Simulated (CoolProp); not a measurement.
Properties of dimethyl carbonate along the isotherm 326.85 °C (Tc = 283.9 °C, pc = 4.909 MPa, ω = 0.346).

Computed with CoolProp (reference Helmholtz-energy equation of state, Zhou 2011).

```json
[
 {"p (MPa)": "0.00776", "phase": "gas", "cv (kJ/(kg K))": "1.768", "Joule-Thomson coefficient (K/MPa)": "5.435", "expansivity (1/kK)": "1.669"},
 {"p (MPa)": "0.0138", "phase": "gas", "cv (kJ/(kg K))": "1.768", "Joule-Thomson coefficient (K/MPa)": "5.437", "expansivity (1/kK)": "1.671"},
 {"p (MPa)": "0.0245", "phase": "gas", "cv (kJ/(kg K))": "1.768", "Joule-Thomson coefficient (K/MPa)": "5.441", "expansivity (1/kK)": "1.674"},
 {"p (MPa)": "0.0436", "phase": "gas", "cv (kJ/(kg K))": "1.768", "Joule-Thomson coefficient (K/MPa)": "5.448", "expansivity (1/kK)": "1.680"},
 {"p (MPa)": "0.0776", "phase": "gas", "cv (kJ/(kg K))": "1.768", "Joule-Thomson coefficient (K/MPa)": "5.462", "expansivity (1/kK)": "1.691"},
 {"p (MPa)": "0.138", "phase": "gas", "cv (kJ/(kg K))": "1.769", "Joule-Thomson coefficient (K/MPa)": "5.485", "expansivity (1/kK)": "1.709"},
 {"p (MPa)": "0.245", "phase": "gas", "cv (kJ/(kg K))": "1.770", "Joule-Thomson coefficient (K/MPa)": "5.527", "expansivity (1/kK)": "1.744"},
 {"p (MPa)": "0.436", "phase": "gas", "cv (kJ/(kg K))": "1.771", "Joule-Thomson coefficient (K/MPa)": "5.606", "expansivity (1/kK)": "1.808"},
 {"p (MPa)": "0.776", "phase": "gas", "cv (kJ/(kg K))": "1.774", "Joule-Thomson coefficient (K/MPa)": "5.754", "expansivity (1/kK)": "1.932"},
 {"p (MPa)": "1.38", "phase": "gas", "cv (kJ/(kg K))": "1.780", "Joule-Thomson coefficient (K/MPa)": "6.050", "expansivity (1/kK)": "2.189"},
 {"p (MPa)": "2.45", "phase": "gas", "cv (kJ/(kg K))": "1.793", "Joule-Thomson coefficient (K/MPa)": "6.692", "expansivity (1/kK)": "2.812"}
]
```
